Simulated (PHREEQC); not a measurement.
Make-up at 20 °C: 0.28 mmol/kgw Ca(HCO3)2, 0.048 mmol/kgw CO2 and 0.081 mmol/kgw H4SiO4. Closed to the air; pH follows from the charge balance.

Computed with PHREEQC (ion-association model, phreeqc.dat).

No solid was allowed to form.

**Question.** Order these C species by the share of C that they hold, largest first: HCO3-, CO3-2, CaHCO3+, CO2.

**Answer.** HCO3- (91 %), CO2 (8.1 %), CaHCO3+ (0.26 %), CO3-2 (0.11 %)

The pH is 7.42 and the ionic strength 0.000837 mol/kgw.
